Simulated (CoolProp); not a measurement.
Values from CoolProp's reference Helmholtz-energy equation of state, Lemmon 2006. It is a short technical equation, of lower accuracy than the large ones.

**Question.** Give the vapour pressure (kPa), vapour density (kg/m³), surface tension (mN/m), liquid viscosity (µPa s) of saturated toluene at 401.5, 511.7 K.

**Answer.** 
```json
[
 {"T (K)": "401.5", "p (kPa)": "163", "vapour density (kg/m³)": "4.78", "surface tension (mN/m)": "15.9", "liquid viscosity (µPa s)": "219"},
 {"T (K)": "511.7", "p (kPa)": "1410", "vapour density (kg/m³)": "41.1", "surface tension (mN/m)": "5.21", "liquid viscosity (µPa s)": "107"}
]
```

Viscosity comes from a separate model (Avgeri 2015). Surface tension comes from a separate correlation (Mulero 2012).
